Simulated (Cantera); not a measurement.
A freely propagating, adiabatic, planar premixed flame of CO : H2 : O2 : N2 = 1 : 1.3 : 0.821 : 3.37 (molar parts), equivalence ratio 1.4, unburnt at 575 K and 345 Torr; mixture-averaged transport, grid criteria slope 0.08 and curve 0.16, no radiation.

Detailed kinetics in Cantera: GRI-Mech 3.0 (53 species, 325 reactions). Burning velocities carry a grid error of a few per cent, more on coarse grids.

What does this change do: inlet temperature 575 to 323 K?


```csv
quantity,before,after
laminar burning velocity,491 cm/s,194 cm/s
thermal thickness,1.48 mm,1.09 mm
peak x(O),0.0127,0.00940
peak x(OH),0.0120,0.00912
```

What does this change do: 0.14 parts CO2 added?


```tsv
quantity	before	after
laminar burning velocity	491 cm/s	467 cm/s
thermal thickness	1.48 mm	1.49 mm
peak x(O)	0.0127	0.0119
peak x(OH)	0.0120	0.0112
```
